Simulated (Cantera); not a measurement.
Mixture: CH₄ : O₂ : N₂ = 1 : 2.17 : 8.17 (molar parts), at 3080 Torr, adiabatic and at constant pressure. Ignition delay is the time to a rise of 400 K.

Computed with Cantera and GRI-Mech 3.0 (53 species, 325 reactions).

Q: Predict: delay at 1125 K; delay at 1175 K; delay at 1225 K; delay at 1275 K; delay at 1325 K; delay at 1375 K; apparent activation energy between 1275 and 1375 K.

A: 
```json
{
 "delay at 1125 K": "32.6 ms",
 "delay at 1175 K": "16.4 ms",
 "delay at 1225 K": "8.52 ms",
 "delay at 1275 K": "4.56 ms",
 "delay at 1325 K": "2.51 ms",
 "delay at 1375 K": "1.42 ms",
 "apparent activation energy between 1275 and 1375 K": "170 kJ/mol"
}
```
